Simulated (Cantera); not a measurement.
Input: 1 mol PbO, 0.34 mol H₂, equilibrated at 998.15 K and 0.0100 bar.

Method: chemical equilibrium by Gibbs-energy minimisation in Cantera with the NASA 1993 tables (ideal gas, pure condensed phases). Candidate condensed phases: H₂O, Pb, PbO, PbO₂, Pb₃O₄; 12 gas species. Rates play no part.

Problem. What is the equilibrium state?

Solution. 
```
Quantity                                Result
----------------------------------  ----------
x(H₂O)                                   0.998
x(Pb)                                  0.00155
x(H₂)                                 0.000146
x(PbO)                                 2.86e-5
n(Pb(l))                             0.339 mol
n(PbO(yellow))                       0.660 mol
gas amount                          0.3405 mol
log10 activity of PbO₂(s) (absent)       -8.38
```
